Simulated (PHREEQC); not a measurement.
Make-up at 25 °C: 0.0015 mol/kgw HF, 0.00012 mol/kgw (CH3)4NF, 0.16 mol/kgw H2SiF6 and 0.032 mol/kgw HCl. Closed to the air; pH follows from the charge balance.

The numbers come from PHREEQC with the ion-association model, phreeqc.dat.

Q: The ionic strength comes out as 0.506 mol/kgw. What activity coefficients do HF2-, F-, SiF6-2, H+, Cl- get?

A: HF2- 0.73, F- 0.63, SiF6-2 0.21, H+ 0.76, Cl- 0.65.

Precipitation was switched off in this run. The solution is supersaturated, for example in Quartz (slow to form), Chalcedony (slow to form), so a real one may precipitate; this is no full list. (CH3)4N+ isn't in the database: it is added as a free cation with an ion size of 4 Å. SiF6-2 is the database's only silicon fluoride.
